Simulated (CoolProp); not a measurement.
Values from CoolProp's reference Helmholtz-energy equation of state, Span 2003. It is a short technical equation, of lower accuracy than the large ones.

Task: For n-heptane, give the phase and the cp (kJ/(kg K)), cv (kJ/(kg K)) at 52.75 °C and 12.5 MPa; 74.05 °C and 12.5 MPa; 95.25 °C and 12.5 MPa.

Result: 
- 52.75 °C and 12.5 MPa: liquid; cp 2.33, cv 1.88
- 74.05 °C and 12.5 MPa: liquid; cp 2.41, cv 1.96
- 95.25 °C and 12.5 MPa: liquid; cp 2.50, cv 2.05
